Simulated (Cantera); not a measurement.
A perfectly stirred reactor is fed with 13.2 % H2, 11.0 % O2, 75.8 % N2, at 0.800 bar; it is held at 1073 K, and followed from long to short residence time.

Computed with Cantera and the H2/O2 subset of GRI-Mech 3.0, which has no nitrogen chemistry. The temperature is held fixed by assumption; the heat of reaction is taken as removed at once.

One state of this run: x H2 = 0.00300; x O2 = 0.0484; x HO2 = 3.04e-5; x OH = 5.71e-5; x H2O2 = 4.79e-6. x: mole fraction; the columns are a selection and need not sum to one.

Q: Which value of τ (s) does it belong to?
A. 0.0012
B. 0.21
C. 0.057
D. 0.0044

A: C, 0.057
